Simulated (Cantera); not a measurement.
Charge: 1 mol BCl₃, 4.3 mol H₂O, 0.12 mol H₂, 2 mol O₂, held at 923 K.

Equilibrium computed with Cantera from the NASA thermochemical tables; the gas is ideal and each condensed phase is pure. Candidate condensed phases: B, B₂O₃, B₃O₃H₃, H₂O; 33 gas species. Gases not in the tables: H₃BO₃. Kinetics and transport are ignored.

Task: At 46.0 mbar, list the 7 most abundant gas species with their mole fractions, and the condensed phases.

Result: H₂O 0.392, HCl 0.346, O₂ 0.240, Cl₂ 0.0197, (HBO₂)₃ 0.00222, Cl 7.31e-5, HBO₂ 1.32e-5. Condensed: B₂O₃(l).
